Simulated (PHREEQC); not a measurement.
Consider water at 45 °C with 0.22 mol/kgw Ni(NO3)2, 0.43 mol/kgw NaCl and 0.064 mol/kgw H2SO4. Closed to the air; pH follows from the charge balance.

The numbers come from PHREEQC with the ion-association model, wateq4f.dat.

Precipitation was switched off in this run.

Q: Order these S species by the share of S that they hold, largest first: NaSO4-, SO4-2, HSO4-, NiSO4.

A: HSO4- (48 %), NiSO4 (27 %), SO4-2 (18 %), NaSO4- (6.9 %)

The pH is 1.15 and the ionic strength 1.01 mol/kgw. Ionic strength above about 0.7 mol/kgw puts this run outside the model's range. Complexes and solids missing from the database can't appear. At this temperature some constants are extrapolated from 25 °C, and those without enthalpy data are left unchanged.
